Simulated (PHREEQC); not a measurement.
Solution (25 °C): 0.025 mol/kgw NaHSO4, 7.5e-05 mol/kgw KOH and 0.0037 mol/kgw NaCl. Closed to the air; pH follows from the charge balance.

Model: ion-association model, phreeqc.dat, run in PHREEQC.

| quantity | before | after |
|---|---|---|
| pH | 1.89 | 1.67 |
| SO4-2 (mol/kgw) | 0.0143 | 0.0239 |
| HSO4- (mol/kgw) | 0.00977 | 0.0238 |
| NaSO4- (mol/kgw) | 0.000883 | 0.00228 |
| SI of Halite (NaCl) | -5.74 | -5.51 |
| SI of Sylvite (KCl) | -7.66 | -7.72 |

Which change was made?
A) temperature from 25 to 40 °C
B) KOH from 7.5e-05 to 0.00015 mol/kgw
C) diluted 10-fold with water
D) NaHSO4 from 0.025 to 0.05 mol/kgw

D, NaHSO4 from 0.025 to 0.05 mol/kgw

This is a speciation only: nothing precipitates in the calculation.
